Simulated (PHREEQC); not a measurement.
A solution holds 0.073 mol CuSO4 and 9.5e-05 mol H2SO4 per kg of water, at 53 °C. Closed to the air; pH follows from the charge balance.

Computed with PHREEQC (ion-association model, wateq4f.dat).

| quantity | before | after |
|---|---|---|
| pH | 4.14 | 4.05 |
| ionic strength (mol/kgw) | 0.152 | 0.151 |
| Cu+2 (mol/kgw) | 0.0379 | 0.0375 |
| SO4-2 (mol/kgw) | 0.0379 | 0.0375 |
| CuSO4 (mol/kgw) | 0.0350 | 0.0351 |
| HSO4- (mol/kgw) | 0.000215 | 0.000463 |
| SI of Tenorite (CuO) | -0.27 | +0.17 |

Task: What was changed between the two runs?
A. temperature from 53 to 75 °C
B. temperature from 53 to 25 °C
C. H2SO4 from 9.5e-05 to 0.000142 mol/kgw
D. CuSO4 from 0.073 to 0.0073 mol/kgw
E. 0.0023 mol/kgw Na2CO3 added

Result: A, temperature from 53 to 75 °C

No solid was allowed to form. Some of these states are supersaturated (in Tenorite (slow to form), for instance). Constants without temperature data keep their 25 °C values here.
